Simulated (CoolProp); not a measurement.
Values from CoolProp's reference Helmholtz-energy equation of state, Jacobsen 1992.

Question: Give the vapour pressure (bar), liquid density (kg/m³), vapour density (kg/m³), surface tension (mN/m) of saturated R11 at 321.9, 344.3 K.

Answer: 
```json
[
 {"T (K)": "321.9", "p (bar)": "2.28", "liquid density (kg/m³)": "1420", "vapour density (kg/m³)": "12.5", "surface tension (mN/m)": "14.8"},
 {"T (K)": "344.3", "p (bar)": "4.20", "liquid density (kg/m³)": "1360", "vapour density (kg/m³)": "22.4", "surface tension (mN/m)": "12.1"}
]
```

Surface tension comes from a separate correlation (Mulero 2012).
